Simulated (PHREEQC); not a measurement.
Consider water at 20 °C with 4.2 mmol/kgw MgBr2 and 0.27 mmol/kgw HF. Closed to the air; pH follows from the charge balance.

All values are PHREEQC results (ion-association model, wateq4f.dat), not measurements.

No solid was allowed to form.

**Question.** Order these F species by the share of F that they hold, largest first: F-, HF, MgF+.

**Answer.** F- (71 %), HF (17 %), MgF+ (12 %)

The pH is 3.69 and the ionic strength 0.0128 mol/kgw.
